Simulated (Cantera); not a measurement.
An isothermal, constant-pressure homogeneous reactor starts with NO : N2 = 1 : 1.2 (molar parts), at 1623 K and 760 Torr. Integrator tolerance rtol = 1e-08.

Detailed kinetics in Cantera: GRI-Mech 3.0 (53 species, 325 reactions).

Problem. What does this change do: temperature 1623 to 1475 K?

Solution. 
```
quantity                                            before                                     after
----------------  ----------------------------------------  ----------------------------------------
x(NO) at 6.00 s      0.370 (gas-phase equilibrium 0.00220)     0.438 (gas-phase equilibrium 0.00112)
x(NO2) at 6.00 s  0.000641 (gas-phase equilibrium 8.69e-6)  0.000544 (gas-phase equilibrium 6.74e-6)
x(O) at 6.00 s     4.05e-6 (gas-phase equilibrium 9.04e-6)   2.93e-7 (gas-phase equilibrium 1.37e-6)
x(N2) at 6.00 s        0.587 (gas-phase equilibrium 0.772)       0.554 (gas-phase equilibrium 0.772)
x(O2) at 6.00 s       0.0414 (gas-phase equilibrium 0.226)     0.00773 (gas-phase equilibrium 0.227)
x(N2O) at 6.00 s   5.06e-5 (gas-phase equilibrium 1.30e-7)   6.33e-5 (gas-phase equilibrium 6.88e-8)
```

Problem. What does this change do: pressure from 760 Torr to 53.3 Torr?

Solution. 
```tsv
quantity	before	after
x(NO) at 6.00 s	0.370 (gas-phase equilibrium 0.00220)	0.447 (gas-phase equilibrium 0.00220)
x(NO2) at 6.00 s	0.000641 (gas-phase equilibrium 8.69e-6)	7.34e-5 (gas-phase equilibrium 2.30e-6)
x(O) at 6.00 s	4.05e-6 (gas-phase equilibrium 9.04e-6)	6.77e-6 (gas-phase equilibrium 3.42e-5)
x(N2) at 6.00 s	0.587 (gas-phase equilibrium 0.772)	0.549 (gas-phase equilibrium 0.772)
x(O2) at 6.00 s	0.0414 (gas-phase equilibrium 0.226)	0.00353 (gas-phase equilibrium 0.226)
x(N2O) at 6.00 s	5.06e-5 (gas-phase equilibrium 1.30e-7)	6.96e-5 (gas-phase equilibrium 3.45e-8)
```
